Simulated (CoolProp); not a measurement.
Carbon dioxide along the isotherm 518.6 K: Z from the reference equation and from simpler models built on Tc = 304.1 K, pc = 7.377 MPa, ω = 0.224; each cubic takes its own stable root.

The numbers come from the reference Helmholtz-energy equation of state, Span 1996 in CoolProp.

```csv
p (MPa),phase,reference,van der Waals,Redlich-Kwong
2.84,gas,0.9831,0.9725,0.9769
5.67,gas,0.9678,0.9454,0.9556
8.51,supercritical,0.9541,0.9192,0.9362
11.3,supercritical,0.9424,0.8952,0.9196
14.2,supercritical,0.9324,0.8729,0.9051
17,supercritical,0.9251,0.8552,0.8941
19.9,supercritical,0.9200,0.8421,0.8862
22.7,supercritical,0.9177,0.8355,0.8818
25.5,supercritical,0.9179,0.8350,0.8807
28.4,supercritical,0.9209,0.8409,0.8827
31.2,supercritical,0.9261,0.8519,0.8875
34,supercritical,0.9335,0.8672,0.8949
36.9,supercritical,0.9432,0.8866,0.9047
```
